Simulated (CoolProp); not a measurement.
Vapour-liquid equilibrium of n-butane (1) + benzene (2) at 21.05 °C; x and y are mole fractions of (1).

Values from CoolProp's multi-fluid Helmholtz-energy mixture model, Bücker 2006 and Thol 2012; pair parameters Bell 2016.

```csv
x,"bubble pressure, mixture model (kPa)","bubble pressure, Raoult's law (kPa)","y, mixture model","y, Raoult's law"
0.05,24.81,20.76,0.593,0.517
0.125,46.08,36.08,0.795,0.744
0.2,66.47,51.39,0.868,0.836
0.275,85.42,66.71,0.905,0.885
0.35,102.7,82.03,0.927,0.916
0.425,118.2,97.35,0.942,0.938
0.5,132.1,112.7,0.953,0.953
0.575,144.7,128.0,0.961,0.965
0.65,156.5,143.3,0.968,0.974
0.725,167.9,158.6,0.975,0.982
0.8,179.4,173.9,0.981,0.988
0.875,191.6,189.3,0.987,0.993
0.95,204.9,204.6,0.995,0.997
```

The largest gap from Raoult's law is +29.3 % in bubble pressure, at x = 0.2. No azeotrope shows between x = 0.05 and 0.95.

The pair parameters rest on a limited set of measurements; away from them the model extrapolates.
